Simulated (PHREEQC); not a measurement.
HF is added in steps, without added water, to 1 kg of water holding 0.0078 mol/kgw Na2SeO3, 0.012 mol/kgw NH3 and 0.00058 mol/kgw NaCl, at 57 °C. The system is closed to oxygen. CO2 is held at log p = -3.4 (atm). Solids allowed: Halite, Nahcolite, Natron. Others were left out.

Base run: PHREEQC, ion-association model, wateq4f.dat. Each further column changes one thing. The table gives SeO3-2 (mol/kgw).

```json
[
 {"HF added (mol)": "0", "base": "0.00630", "all activity coefficients set to 1": "0.00587", "metal-ligand complexes left out": "0.00636", "Debye-Hückel limiting law": "0.00638", "Davies equation for every ion": "0.00629"},
 {"HF added (mol)": "0.0079", "base": "0.00458", "all activity coefficients set to 1": "0.00398", "metal-ligand complexes left out": "0.00460", "Debye-Hückel limiting law": "0.00472", "Davies equation for every ion": "0.00458"},
 {"HF added (mol)": "0.01185", "base": "0.00327", "all activity coefficients set to 1": "0.00271", "metal-ligand complexes left out": "0.00328", "Debye-Hückel limiting law": "0.00341", "Davies equation for every ion": "0.00327"},
 {"HF added (mol)": "0.01975", "base": "4.51e-5", "all activity coefficients set to 1": "3.31e-5", "metal-ligand complexes left out": "4.52e-5", "Debye-Hückel limiting law": "4.85e-5", "Davies equation for every ion": "4.52e-5"},
 {"HF added (mol)": "0.0237", "base": "5.51e-7", "all activity coefficients set to 1": "3.94e-7", "metal-ligand complexes left out": "5.55e-7", "Debye-Hückel limiting law": "6.07e-7", "Davies equation for every ion": "5.55e-7"},
 {"HF added (mol)": "0.0316", "base": "1.72e-7", "all activity coefficients set to 1": "1.23e-7", "metal-ligand complexes left out": "1.74e-7", "Debye-Hückel limiting law": "1.90e-7", "Davies equation for every ion": "1.74e-7"},
 {"HF added (mol)": "0.03555", "base": "1.26e-7", "all activity coefficients set to 1": "8.95e-8", "metal-ligand complexes left out": "1.27e-7", "Debye-Hückel limiting law": "1.39e-7", "Davies equation for every ion": "1.27e-7"},
 {"HF added (mol)": "0.04345", "base": "7.94e-8", "all activity coefficients set to 1": "5.64e-8", "metal-ligand complexes left out": "8.00e-8", "Debye-Hückel limiting law": "8.79e-8", "Davies equation for every ion": "8.01e-8"},
 {"HF added (mol)": "0.0474", "base": "6.64e-8", "all activity coefficients set to 1": "4.70e-8", "metal-ligand complexes left out": "6.68e-8", "Debye-Hückel limiting law": "7.35e-8", "Davies equation for every ion": "6.69e-8"},
 {"HF added (mol)": "0.0553", "base": "4.91e-8", "all activity coefficients set to 1": "3.47e-8", "metal-ligand complexes left out": "4.94e-8", "Debye-Hückel limiting law": "5.45e-8", "Davies equation for every ion": "4.95e-8"},
 {"HF added (mol)": "0.05925", "base": "4.31e-8", "all activity coefficients set to 1": "3.04e-8", "metal-ligand complexes left out": "4.34e-8", "Debye-Hückel limiting law": "4.79e-8", "Davies equation for every ion": "4.35e-8"},
 {"HF added (mol)": "0.06715", "base": "3.43e-8", "all activity coefficients set to 1": "2.41e-8", "metal-ligand complexes left out": "3.45e-8", "Debye-Hückel limiting law": "3.82e-8", "Davies equation for every ion": "3.46e-8"},
 {"HF added (mol)": "0.0711", "base": "3.09e-8", "all activity coefficients set to 1": "2.17e-8", "metal-ligand complexes left out": "3.11e-8", "Debye-Hückel limiting law": "3.45e-8", "Davies equation for every ion": "3.12e-8"},
 {"HF added (mol)": "0.079", "base": "2.56e-8", "all activity coefficients set to 1": "1.79e-8", "metal-ligand complexes left out": "2.58e-8", "Debye-Hückel limiting law": "2.86e-8", "Davies equation for every ion": "2.59e-8"}
]
```

Away from 25 °C the constants follow the database's enthalpies or fits; those with neither stay at their 25 °C values.
